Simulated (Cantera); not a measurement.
## SiCl₄ + CH₄ + H₂ (silicon carbide growth)

Charge: 1 mol SiCl₄, 1.1 mol CH₄, 270 mol H₂, held at 56.0 mbar.

Cantera equilibrium calculation (NASA polynomials, part measured and part estimated; ideal gas, pure solids and liquids). Candidate condensed phases: C, C₆H₆, C₇H₈, C₈H₁₈, Si, SiC; 109 gas species. The tables' values for SiCl are old estimates; treat these amounts as uncertain. Gases not in the tables: Si₂H₆ and higher silanes. The numbers say what is thermodynamically allowed, not how fast it happens.

```tsv
T (°C)	x H₂	x H	x HCl	x Si	x C₂H₂ (acetylene)	n SiC(s)	n C(graphite)
825	0.985	1.04e-7	0.0146	<1e-12	4.43e-10	0.998	0
925	0.985	7.97e-7	0.0146	<1e-12	1.73e-8	0.999	0
1025	0.985	4.49e-6	0.0146	2.51e-12	3.93e-7	0.999	0
1125	0.985	1.98e-5	0.0146	6.61e-11	2.41e-6	0.999	0.0344
1225	0.985	7.21e-5	0.0146	1.30e-9	8.68e-6	0.999	0.0578
1325	0.985	0.000223	0.0146	1.74e-8	2.65e-5	0.998	0.0629
1425	0.985	0.000606	0.0146	1.72e-7	7.10e-5	0.997	0.0476
1525	0.984	0.00148	0.0145	1.31e-6	0.000170	0.995	0
1625	0.982	0.00327	0.0145	1.12e-5	0.000194	0.987	0
1725	0.978	0.00671	0.0144	7.14e-5	0.000248	0.958	0
1825	0.972	0.0128	0.0142	0.000329	0.000418	0.858	0
1925	0.960	0.0231	0.0140	0.00113	0.000897	0.556	0
```
x: gas mole fraction; n: condensed amount in mol.

From 825 °C to 1025 °C the condensed part is SiC(s). From 1125 °C to 1425 °C the condensed part is C(graphite) + SiC(s). From 1525 °C to 1925 °C the condensed part is SiC(s). The main Si-bearing gas is SiCl₄ at 825 °C and Si at 1925 °C.
